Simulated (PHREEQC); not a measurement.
Consider water at 57 °C with 9.1 mmol/kgw CuSO4, 0.34 mmol/kgw HNO3 and 66 mmol/kgw H3BO3. Closed to the air; pH follows from the charge balance.

The numbers come from PHREEQC with the ion-association model, wateq4f.dat.

```
quantity                    before    after
------------------------  --------  -------
pH                            3.76     5.13
ionic strength (mol/kgw)    0.0253   0.0257
SO4-2 (mol/kgw)            0.00615  0.00641
HSO4- (mol/kgw)           0.000142  6.26e-6
H2BO3- (mol/kgw)           4.42e-7  1.04e-5
```

### Question
What was changed between the two runs?
A) HNO3 left out
B) 0.061 mol/kgw Ni(NO3)2 added
C) diluted 10-fold with water
D) H3BO3 from 0.066 to 0.0726 mol/kgw
E) 0.00089 mol/kgw CsOH added

### Answer
E, 0.00089 mol/kgw CsOH added

This is a speciation only: nothing precipitates in the calculation. Some of these states are supersaturated (in Cu(OH)2, Tenorite (slow to form), for instance). Constants without temperature data keep their 25 °C values here.
